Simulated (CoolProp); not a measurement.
A simple Rankine cycle with R236EA: condensing at 288.15 K, boiler at 1.47 MPa, turbine inlet 409.9 K, turbine efficiency 0.85, pump efficiency 0.6, no recuperator. Each further row changes one setting.

The numbers come from the reference Helmholtz-energy equation of state, Rui 2013 in CoolProp.

| case | thermal efficiency (%) | net work (kJ/kg) | heat in (kJ/kg) | turbine exit temperature (K) | volume ratio over the turbine |
|---|---|---|---|---|---|
| as stated | 13.9 | 36.2 | 261 | (withheld) | (withheld) |
| condensing temperature 280.15 K | (withheld) | 41.1 | 270 | 352.3 | 14.3 |
| boiler pressure 1.03 MPa | 12.1 | 32.2 | 266 | 367.9 | (withheld) |
| turbine efficiency 0.75 | 12.2 | (withheld) | 261 | 362.7 | 10.7 |

Problem. Some entries are withheld; supply them.

Solution. 
- as stated, turbine exit temperature (K): 358.0
- as stated, volume ratio over the turbine: 10.5
- condensing temperature 280.15 K, thermal efficiency (%): 15.2
- boiler pressure 1.03 MPa, volume ratio over the turbine: 7.13
- turbine efficiency 0.75, net work (kJ/kg): 31.8
